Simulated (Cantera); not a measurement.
Premixed flame

A freely propagating, adiabatic, planar premixed flame of H₂ : O₂ : N₂ : H₂O = 1 : 0.909 : 2.55 : 1.1 (molar parts), equivalence ratio 0.55, unburnt at 650 K and 1.18 atm; mixture-averaged transport, grid criteria slope 0.08 and curve 0.16, no radiation.

Computed with Cantera and the H2/O2 subset of GRI-Mech 3.0, which has no nitrogen chemistry. Burning velocities carry a grid error of a few per cent, more on coarse grids. Lean hydrogen flames are cellular in practice and burn faster than this planar one.

```json
[
 {"z (mm)": "-0.908", "T (K)": "650", "u (m/s)": "2.93", "x H₂": "0.180", "x O₂": "0.164", "x H₂O": "0.198", "x H": "<1e-8", "x HO₂": "<1e-8", "x OH": "<1e-8"},
 {"z (mm)": "-0.606", "T (K)": "650", "u (m/s)": "2.93", "x H₂": "0.179", "x O₂": "0.164", "x H₂O": "0.198", "x H": "<1e-8", "x HO₂": "1.61e-7", "x OH": "<1e-8"},
 {"z (mm)": "-0.454", "T (K)": "651", "u (m/s)": "2.92", "x H₂": "0.176", "x O₂": "0.164", "x H₂O": "0.199", "x H": "<1e-8", "x HO₂": "1.51e-6", "x OH": "<1e-8"},
 {"z (mm)": "-0.303", "T (K)": "654", "u (m/s)": "2.92", "x H₂": "0.169", "x O₂": "0.165", "x H₂O": "0.201", "x H": "2.00e-8", "x HO₂": "1.71e-5", "x OH": "<1e-8"},
 {"z (mm)": "-0.151", "T (K)": "736", "u (m/s)": "3.19", "x H₂": "0.138", "x O₂": "0.167", "x H₂O": "0.217", "x H": "6.48e-5", "x HO₂": "0.000466", "x OH": "5.57e-5"},
 {"z (mm)": "-0.0757", "T (K)": "962", "u (m/s)": "4.07", "x H₂": "0.102", "x O₂": "0.157", "x H₂O": "0.252", "x H": "0.00123", "x HO₂": "0.000443", "x OH": "0.000616"},
 {"z (mm)": "0", "T (K)": "1259", "u (m/s)": "5.26", "x H₂": "0.0586", "x O₂": "0.131", "x H₂O": "0.308", "x H": "0.00508", "x HO₂": "0.000234", "x OH": "0.00246"},
 {"z (mm)": "0.0757", "T (K)": "1472", "u (m/s)": "6.13", "x H₂": "0.0282", "x O₂": "0.105", "x H₂O": "0.354", "x H": "0.00734", "x HO₂": "0.000134", "x OH": "0.00604"},
 {"z (mm)": "0.151", "T (K)": "1596", "u (m/s)": "6.63", "x H₂": "0.0154", "x O₂": "0.0919", "x H₂O": "0.375", "x H": "0.00633", "x HO₂": "8.92e-5", "x OH": "0.00861"},
 {"z (mm)": "0.303", "T (K)": "1717", "u (m/s)": "7.10", "x H₂": "0.00817", "x O₂": "0.0852", "x H₂O": "0.390", "x H": "0.00335", "x HO₂": "5.16e-5", "x OH": "0.00939"},
 {"z (mm)": "0.606", "T (K)": "1803", "u (m/s)": "7.42", "x H₂": "0.00408", "x O₂": "0.0830", "x H₂O": "0.400", "x H": "0.00112", "x HO₂": "2.49e-5", "x OH": "0.00765"},
 {"z (mm)": "1.21", "T (K)": "1850", "u (m/s)": "7.60", "x H₂": "0.00160", "x O₂": "0.0826", "x H₂O": "0.406", "x H": "0.000262", "x HO₂": "1.00e-5", "x OH": "0.00514"},
 {"z (mm)": "2.42", "T (K)": "1870", "u (m/s)": "7.67", "x H₂": "0.000563", "x O₂": "0.0828", "x H₂O": "0.409", "x H": "5.51e-5", "x HO₂": "4.03e-6", "x OH": "0.00318"}
]
```
x: mole fraction of selected species; z is measured from the peak of heat release.

```
Item                        Result
------------------------  --------
laminar burning velocity  293 cm/s
thermal thickness         0.303 mm
peak x(H)                  0.00734
peak x(HO₂)               0.000548
peak x(OH)                 0.00949
grid points                    107
```
